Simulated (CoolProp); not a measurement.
Properties of R507A along the isotherm -68.15 °C (Tc = 70.6 °C, pc = 3.705 MPa, ω = 0.286).

Model: reference Helmholtz-energy equation of state, Lemmon 2003, in CoolProp. It is a pseudo-pure fit of the blend.

```json
[
 {"p (MPa)": "0.0586", "phase": "liquid", "density (kg/m³)": "1382", "cv (kJ/(kg K))": "0.7871", "expansivity (1/kK)": "2.162", "fugacity coefficient": "0.5313"},
 {"p (MPa)": "0.0884", "phase": "liquid", "density (kg/m³)": "1382", "cv (kJ/(kg K))": "0.7872", "expansivity (1/kK)": "2.162", "fugacity coefficient": "0.3527"},
 {"p (MPa)": "0.133", "phase": "liquid", "density (kg/m³)": "1382", "cv (kJ/(kg K))": "0.7872", "expansivity (1/kK)": "2.161", "fugacity coefficient": "0.2348"},
 {"p (MPa)": "0.201", "phase": "liquid", "density (kg/m³)": "1382", "cv (kJ/(kg K))": "0.7872", "expansivity (1/kK)": "2.159", "fugacity coefficient": "0.1558"},
 {"p (MPa)": "0.303", "phase": "liquid", "density (kg/m³)": "1383", "cv (kJ/(kg K))": "0.7873", "expansivity (1/kK)": "2.157", "fugacity coefficient": "0.1038"},
 {"p (MPa)": "0.458", "phase": "liquid", "density (kg/m³)": "1383", "cv (kJ/(kg K))": "0.7873", "expansivity (1/kK)": "2.153", "fugacity coefficient": "0.06913"},
 {"p (MPa)": "0.691", "phase": "liquid", "density (kg/m³)": "1383", "cv (kJ/(kg K))": "0.7875", "expansivity (1/kK)": "2.147", "fugacity coefficient": "0.04627"},
 {"p (MPa)": "1.04", "phase": "liquid", "density (kg/m³)": "1384", "cv (kJ/(kg K))": "0.7877", "expansivity (1/kK)": "2.139", "fugacity coefficient": "0.03120"},
 {"p (MPa)": "1.57", "phase": "liquid", "density (kg/m³)": "1385", "cv (kJ/(kg K))": "0.7880", "expansivity (1/kK)": "2.127", "fugacity coefficient": "0.02113"},
 {"p (MPa)": "2.37", "phase": "liquid", "density (kg/m³)": "1387", "cv (kJ/(kg K))": "0.7884", "expansivity (1/kK)": "2.109", "fugacity coefficient": "0.01447"}
]
```
